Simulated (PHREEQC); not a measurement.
Solution (20 °C): 0.0126 mol/kgw H3BO3, 0.012 mol/kgw Na2SO4 and 0.004 mol/kgw KCl. Closed to the air; pH follows from the charge balance.

The numbers come from PHREEQC with the Pitzer model, pitzer.dat.

No solid was allowed to form.

Question: Predict the pH.

Answer: pH 5.65.
